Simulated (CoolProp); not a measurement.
Vapour pressure (MPa) of fluorine: the reference equation beside estimates from Tc = 144.4 K, pc = 5.240 MPa, ω = 0.045. Clausius-Clapeyron is anchored at 90.5 K with a constant enthalpy of vaporisation of 6.422 kJ/mol.

The numbers come from the reference Helmholtz-energy equation of state, de Reuck 1990 in CoolProp.

| T (K) | reference | Lee-Kesler | Clausius-Clapeyron | Redlich-Kwong | Soave-Redlich-Kwong | Peng-Robinson |
|---|---|---|---|---|---|---|
| 66.3 | 0.006003 | 0.006285 | 0.008071 | 0.003337 | 0.006067 | 0.006754 |
| 71.1 | 0.01449 | 0.01498 | 0.01772 | 0.009525 | 0.01465 | 0.01588 |
| 76 | 0.03140 | 0.03222 | 0.03570 | 0.02341 | 0.03175 | 0.03370 |
| 80.8 | 0.06064 | 0.06194 | 0.06529 | 0.04950 | 0.06131 | 0.06402 |
| 85.6 | 0.1080 | 0.1100 | 0.1116 | 0.09430 | 0.1092 | 0.1126 |
| 90.5 | 0.1819 | 0.1849 | 0.1819 | 0.1670 | 0.1840 | 0.1876 |
| 95.3 | 0.2866 | 0.2908 | 0.2796 | 0.2728 | 0.2899 | 0.2932 |
| 100.2 | 0.4345 | 0.4402 | 0.4156 | 0.4250 | 0.4399 | 0.4419 |
| 105 | 0.6278 | 0.6350 | 0.5911 | 0.6261 | 0.6363 | 0.6361 |
| 109.8 | 0.8774 | 0.8858 | 0.8153 | 0.8870 | 0.8903 | 0.8869 |
| 114.7 | 1.199 | 1.208 | 1.101 | 1.224 | 1.218 | 1.211 |
| 119.5 | 1.589 | 1.598 | 1.443 | 1.631 | 1.616 | 1.604 |
| 124.3 | 2.062 | 2.070 | 1.852 | 2.121 | 2.098 | 2.081 |
| 129.2 | 2.643 | 2.649 | 2.345 | 2.715 | 2.686 | 2.667 |
| 134 | 3.318 | 3.324 | 2.904 | 3.396 | 3.367 | 3.347 |

Absolute difference from the reference over all 15 rows, mean and median: Lee-Kesler 1.6 and 1.3 %, Clausius-Clapeyron 10.2 and 8.2 %, Redlich-Kwong 11.0 and 2.9 %, Soave-Redlich-Kwong 1.3 and 1.2 %, Peng-Robinson 3.6 and 1.7 %.
